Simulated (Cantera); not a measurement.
An isothermal plug-flow reactor at 573 K and 900 Torr (inlet), inlet velocity 0.52 m/s, active area per volume 2000 1/m; feed 0.568 % CO, 2.05 % O2, 95.4 % N2, 1.93 % H2O.

Cantera simulation using Deutschmann's 1995 Pt surface mechanism with GRI-Mech 3.0 gas chemistry; the numbers are that mechanism's predictions, not measurements. Catalytic surfaces can have several steady states; this one follows from the mechanism file's or the stated starting coverage. Mass transfer to the wall is taken as infinitely fast.

x: gas mole fraction; θ: surface coverage.

| z (m) | x CO | x O2 | x H2O | x CO2 | θ free Pt | θ O* | θ CO* |
|---|---|---|---|---|---|---|---|
| 0.00021 | 0.00567 | 0.0205 | 0.0193 | [?] | 0.00559 | 0.00406 | 0.990 |
| 0.00036 | 0.00566 | 0.0205 | 0.0193 | [?] | 0.00559 | 0.00407 | 0.990 |
| 0.00065 | 0.00565 | 0.0205 | 0.0193 | [?] | 0.00560 | 0.00408 | 0.990 |
| 0.0012 | 0.00562 | 0.0205 | 0.0193 | [?] | 0.00561 | 0.00410 | 0.990 |
| 0.0021 | 0.00558 | 0.0205 | 0.0193 | [?] | 0.00564 | 0.00413 | 0.990 |
| 0.0036 | 0.00552 | 0.0205 | 0.0193 | [?] | 0.00568 | 0.00419 | 0.990 |
| 0.0065 | 0.00538 | 0.0204 | 0.0193 | [?] | 0.00577 | 0.00431 | 0.989 |
| 0.012 | 0.00511 | 0.0203 | 0.0193 | [?] | 0.00596 | 0.00457 | 0.989 |
| 0.021 | 0.00464 | 0.0200 | 0.0193 | [?] | 0.00636 | 0.00514 | 0.988 |

Task: Complete the blanks.

Result: 
- 0.00021, x CO2: 9.36e-6
- 0.00036, x CO2: 1.61e-5
- 0.00065, x CO2: 2.90e-5
- 0.0012, x CO2: 5.37e-5
- 0.0021, x CO2: 9.44e-5
- 0.0036, x CO2: 0.000163
- 0.0065, x CO2: 0.000298
- 0.012, x CO2: 0.000566
- 0.021, x CO2: 0.00104
